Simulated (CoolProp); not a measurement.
Vapour-liquid equilibrium of ethylene (1) + propane (2) at 0.0238 MPa; x and y are mole fractions of (1).

Computed with CoolProp (multi-fluid Helmholtz-energy mixture model, Smukala 2000 and Lemmon 2009; pair parameters Bell 2016).

Question: Give the bubble temperature and the first vapour's composition at x = 0.05, 0.35, 0.55. Is there an azeotrope?

Answer: x = 0.05: 187.7 K, y = 0.638; x = 0.35: 160.3 K, y = 0.975; x = 0.55: 154.8 K, y = 0.990. No azeotrope shows between x = 0.05 and 0.95.

Pair parameters are fitted to limited data, so mixtures are less certain than the pure fluids.
